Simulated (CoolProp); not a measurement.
Properties of R410A along the isobar 101 kPa (Tc = 71.3 °C, pc = 4901 kPa, ω = 0.296).

Values from CoolProp's reference Helmholtz-energy equation of state, Lemmon 2003. It is a pseudo-pure fit of the blend.

```
T (°C)  phase       Z  cv (kJ/(kg K))  speed of sound (m/s)  isothermal compressibility (1/MPa)  conductivity (mW/(m K))
------  -----  ------  --------------  --------------------  ----------------------------------  -----------------------
-33.85    gas  0.9687          0.6384                 176.9                                 [?]                     9.00
-16.35    gas  0.9767          0.6498                 183.6                               10.14                     10.3
1.15      gas  0.9820          0.6688                 189.8                               10.08                     11.6
18.65     gas  0.9858          0.6912                 195.7                               10.04                      [?]
36.15     gas  0.9886          0.7155                 201.3                               10.02                     14.2
53.55     gas  0.9907          0.7406                 206.6                               9.995                      [?]
71.05     gas  0.9923          0.7663                   [?]                               9.978                     16.7
88.55     gas  0.9935          0.7921                 216.8                               9.965                     18.0
106.05    gas  0.9946          0.8179                 221.7                               9.955                      [?]
123.55    gas  0.9954          0.8433                 226.5                               9.947                     20.6
```

### Question
Fill in the missing entries.

### Answer

- -33.85, isothermal compressibility (1/MPa): 10.23
- 18.65, conductivity (mW/(m K)): 12.9
- 53.55, conductivity (mW/(m K)): 15.4
- 71.05, speed of sound (m/s): 211.8
- 106.05, conductivity (mW/(m K)): 19.3

Thermal conductivity comes from a separate model (Geller 2001).
